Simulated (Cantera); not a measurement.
Charge: 1 mol Si₃N₄, 20 mol HCl, 6.3 mol N₂, equilibrated at 3.10 Pa.

Equilibrium computed with Cantera from the NASA thermochemical tables; the gas is ideal and each condensed phase is pure. Candidate condensed phases: NH₄Cl, Si, Si₃N₄; 28 gas species. The tables' values for SiCl, SiCl₃ are old estimates; treat these amounts as uncertain. Rates play no part.

At 1748 K, list the 7 most abundant gas species with their mole fractions, and the condensed phases.

HCl 0.441, N₂ 0.285, H₂ 0.116, SiCl₂ 0.101, Cl 0.0411, H 0.0140, Si 0.000844. Condensed: gas only.
